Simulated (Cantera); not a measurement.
Feed: 1 mol B, 17 mol N2, 28 mol H2, equilibrated at 900 K and 0.470 bar.

Equilibrium computed with Cantera from the NASA thermochemical tables; the gas is ideal and each condensed phase is pure. Candidate condensed phases: B, BN; 15 gas species. N2 is the only nitrogen source here; it is nearly inert below about 1500 K, so the nitride shown seldom forms there in practice. Kinetics and transport are ignored.

Base state: H2 0.629, N2 0.371, NH3 0.000173 (mole fractions); condensed: BN(s).

Q: What changes in the equilibrium state with this change: temperature from 900 K to 2400 K?

A: 
| species | before | after |
|---|---|---|
| H2 | 0.629 | 0.614 |
| N2 | 0.371 | 0.368 |
| H | <1e-9 | 0.0182 |
| BH2 | <1e-9 | 0.000603 |
| B | <1e-9 | 2.24e-5 |
| NH3 | 0.000173 | 1.59e-6 |
| BN(s), mol | 1.00 | 0.971 |
The tables' values for BH2 are old estimates; treat these amounts as uncertain.
